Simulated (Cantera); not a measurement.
Feed: 1 mol B2O3, 5.3 mol NH3, equilibrated at 75.0 Pa.

Equilibrium computed with Cantera from the NASA thermochemical tables; the gas is ideal and each condensed phase is pure. Candidate condensed phases: B, BN, B2O3, B3O3H3, H2O; 39 gas species. Mutual solubility and eutectic melting of coexisting phases are not modelled. Equilibrium is a limit: real reactors are often held back by kinetics, nucleation or transport.

x: gas mole fraction; n: condensed amount in mol.

```tsv
T (K)	x H2	x N2	x B2O3	x HBO2	x HBO	n BN(s)	n B2O3(l)
923	0.750	0.250	8.12e-11	3.42e-6	9.31e-9	0.00303	0.998
973	0.750	0.250	1.18e-9	1.10e-5	6.67e-8	0.00301	0.998
1023	0.750	0.250	___	___	___	0.00302	0.998
1073	0.750	0.250	1.15e-7	7.96e-5	1.95e-6	0.00313	0.998
1123	0.750	0.250	8.25e-7	0.000186	8.35e-6	0.00342	0.997
1173	0.749	0.250	___	___	___	___	0.996
1223	0.749	0.250	2.56e-5	0.000814	0.000106	0.00517	0.992
1273	0.748	0.249	0.000116	0.00155	0.000325	0.00692	0.985
1323	0.746	0.249	0.000463	0.00280	0.000910	0.00911	0.971
1373	0.742	0.248	0.00167	0.00481	0.00236	0.0106	0.938
1423	0.733	0.247	0.00547	0.00790	0.00567	0.00727	0.860
1473	0.714	0.242	0.0165	0.0138	0.0115	0	0.665
```

**Question.** What belongs in the gaps?

**Answer.** 
- 1173, x B2O3: 4.97e-6
- 1173, x HBO2: 0.000403
- 1173, x HBO: 3.15e-5
- 1173, n BN(s): 0.00405
- 1023, x B2O3: 1.31e-8
- 1023, x HBO2: 3.11e-5
- 1023, x HBO: 3.92e-7
